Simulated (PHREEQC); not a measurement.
# Copper plating or etch bath (model solution)

Dissolve 0.0029 mol/kgw CuSO4, 0.00055 mol/kgw H2SO4 and 0.0018 mol/kgw Na2SO4 at 15 °C. Closed to the air; pH follows from the charge balance.

The numbers come from PHREEQC with the ion-association model, phreeqc.dat.

Each row changes one thing in this solution. Precipitation was switched off in this run.

```
case                                            pH  ionic strength (mol/kgw)  SO4-2 (mol/kgw)  CuSO4 (mol/kgw)  HSO4- (mol/kgw)  CuOH+ (mol/kgw)
--------------------------------------------  ----  ------------------------  ---------------  ---------------  ---------------  ---------------
as made                                       3.09                    0.0154          0.00431         0.000702         0.000194          1.92e-8
H2SO4 replaced by KHSO4 at the same molality  3.39                    0.0155          0.00439         0.000710          9.85e-5          3.84e-8
0.00089 mol/kgw HBr added                     2.83                    0.0161          0.00419         0.000678         0.000341          1.06e-8
0.00018 mol/kgw MgBr2 added                   3.09                    0.0158          0.00428         0.000693         0.000192          1.92e-8
Na2SO4 left out                               3.06                    0.0108          0.00276         0.000548         0.000140          2.00e-8
3.7e-05 mol/kgw CaSO4 added                   3.09                    0.0155          0.00434         0.000704         0.000195          1.92e-8
```

Species that the database lacks are ignored.
